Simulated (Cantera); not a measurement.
Mixture: CH4 : O2 : N2 : CO2 = 1 : 1.33 : 5.01 : 0.35 (molar parts), equivalence ratio 1.5, at 10.0 bar, adiabatic and at constant pressure. Ignition delay is the time to a rise of 400 K.

Detailed kinetics in Cantera: GRI-Mech 3.0 (53 species, 325 reactions).

Task: What does this change do: pressure from 10.0 bar to 0.840 bar?

Result: 
```
quantity                                                before       after
--------------------------------------------------  ----------  ----------
delay at 1300 K                                        1.94 ms     18.3 ms
delay at 1400 K                                       0.665 ms     5.26 ms
delay at 1500 K                                       0.244 ms     1.72 ms
delay at 1600 K                                        96.0 µs    0.650 ms
delay at 1700 K                                        40.6 µs    0.287 ms
apparent activation energy between 1600 and 1700 K  190 kJ/mol  190 kJ/mol
```

Task: What does this change do: pressure from 10.0 bar to 2.60 bar?

Result: 
```csv
quantity,before,after
delay at 1300 K,1.94 ms,7.16 ms
delay at 1400 K,0.665 ms,2.20 ms
delay at 1500 K,0.244 ms,0.738 ms
delay at 1600 K,96.0 µs,0.275 ms
delay at 1700 K,40.6 µs,0.115 ms
apparent activation energy between 1600 and 1700 K,190 kJ/mol,200 kJ/mol
```
